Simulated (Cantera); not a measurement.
Charge: 1 mol MgF₂, 0.11 mol H₂O, 37 mol N₂, held at 0.285 Torr.

These are equilibrium values from Cantera (NASA tables, ideal gas, pure condensed phases), not measurements of a reactor. Candidate condensed phases: H₂O, Mg, MgF₂, MgO, Mg(OH)₂; 50 gas species. Rates play no part. All values below are at 1900 K.

Base state: N₂ 0.966, MgF₂ 0.0224, HF 0.00560, Mg 0.00192, MgF 0.00171, O₂ 0.000947, O 0.000471, NO 0.000426 (mole fractions); condensed: MgO(s).

What changes in the equilibrium state with this change: H₂O from 0.11 to 14 mol?


| species | before | after |
|---|---|---|
| N₂ | 0.966 | 0.700 |
| H₂O | 1.57e-5 | 0.224 |
| HF | 0.00560 | 0.0377 |
| H₂ | 3.42e-6 | 0.0171 |
| MgF₂ | 0.0224 | 7.13e-5 |
| Mg | 0.00192 | 0.000678 |
| OH | 2.85e-5 | 0.00572 |
| MgOH | 2.48e-7 | 1.76e-5 |
| H | 7.52e-5 | 0.00532 |
| MgF | 0.00171 | 5.74e-5 |
| MgO(s), mol | 0.00116 | 0.956 |
